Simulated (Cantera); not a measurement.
A perfectly stirred reactor is fed with H2 : O2 : N2 = 1 : 0.667 : 2.51 (molar parts), equivalence ratio 0.75, at 10.0 bar; it is adiabatic with a 675 K inlet, and is followed from long to short residence time, starting on the burning branch (τ in s: 0.3, 0.13, 0.057, 0.025, 0.011, 0.0048, 0.0021, 0.00092, 0.0004, 0.00018, 7.7e-05, 3.4e-05, 1.5e-05).

Detailed kinetics in Cantera: the H2/O2 subset of GRI-Mech 3.0, which has no nitrogen chemistry. The hydrogen kinetics of GRI-Mech 3.0 are dated; newer H2 mechanisms differ, most at raised pressure.

One state of this run: T (K) = 2230; x H2 = 0.0131; x O2 = 0.0469; x H = 0.00450; x H2O2 = 2.23e-6; x HO2 = 5.60e-5; x O = 0.00395. x: mole fraction; the columns are a selection and need not sum to one.

### Question
Which value of τ (s) does it belong to?
A. 0.13
B. 1.5e-5
C. 0.00040
D. 3.4e-5

### Answer
B, 1.5e-5
